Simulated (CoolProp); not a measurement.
Vapour pressure (kPa) of C2F6 (R116): the reference equation beside estimates from Tc = 19.9 °C, pc = 3048 kPa, ω = 0.257. Clausius-Clapeyron is anchored at -36.25 °C with a constant enthalpy of vaporisation of 13.14 kJ/mol.

Values from CoolProp's reference Helmholtz-energy equation of state, Lemmon 2006. It is a short technical equation, of lower accuracy than the large ones.

```
T (°C)  reference  Lee-Kesler  Clausius-Clapeyron  van der Waals  Redlich-Kwong  Soave-Redlich-Kwong  Peng-Robinson
------  ---------  ----------  ------------------  -------------  -------------  -------------------  -------------
-47.05      415.5       417.6               448.7          986.3          576.3                418.5          413.8
-43.45      476.2       478.7               500.7           1063          647.3                480.3          474.5
-39.85      543.2       546.2               556.7           1143          724.3                548.6          541.7
-36.25      617.1       620.4               617.1           1226          807.3                623.9          615.8
-32.65      698.2       701.8               681.9           1314          896.6                706.6          697.3
-29.05      787.0       790.8               751.3           1405          992.5                797.3          786.7
-25.45      883.9       887.8               825.4           1500           1095                896.2          884.4
-21.85      989.3       993.4               904.4           1599           1205                 1004          990.9
```

Absolute difference from the reference over all 8 rows, mean and median: Lee-Kesler 0.5 and 0.5 %, Clausius-Clapeyron 4.7 and 4.8 %, van der Waals 96.0 and 93.4 %, Redlich-Kwong 29.9 and 29.6 %, Soave-Redlich-Kwong 1.1 and 1.2 %, Peng-Robinson 0.2 and 0.2 %.
